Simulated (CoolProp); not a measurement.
Vapour-liquid equilibrium of acetone (1) + cyclohexane (2) at 80.15 °C; x and y are mole fractions of (1).

The numbers come from the multi-fluid Helmholtz-energy mixture model, Lemmon 2006 and Zhou 2014; pair parameters Bell 2016 in CoolProp.

Problem. Give the bubble pressure and the first vapour's composition at x = 0.2, 0.275, 0.875. Is there an azeotrope?

Solution. x = 0.2: 1.909 bar, y = 0.537; x = 0.275: 2.035 bar, y = 0.582; x = 0.875: 2.280 bar, y = 0.848. y crosses x between x = 0.725 and 0.8: the model has an azeotrope there.

The pair parameters rest on a limited set of measurements; away from them the model extrapolates. With so large a gap from Raoult's law the liquid may split in two, which this calculation doesn't test in full.
